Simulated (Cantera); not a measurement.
Mixture: CH₄ : C₂H₆ : C₃H₈ : O₂ : N₂ = 1 : 0.13 : 0.11 : 3.41 : 12.8 (molar parts), equivalence ratio 0.88, at 1.80 bar, adiabatic and at constant pressure. Ignition delay is the time to a rise of 400 K.

Model: GRI-Mech 3.0 (53 species, 325 reactions), integrated in Cantera.

Q: Predict: delay at 1300 K; delay at 1400 K; delay at 1500 K; delay at 1600 K; apparent activation energy between 1550 and 1650 K.

A: 
```
Item                                                     Value
--------------------------------------------------  ----------
delay at 1300 K                                       0.738 ms
delay at 1400 K                                       0.236 ms
delay at 1500 K                                        91.4 µs
delay at 1600 K                                        42.3 µs
apparent activation energy between 1550 and 1650 K  150 kJ/mol
```
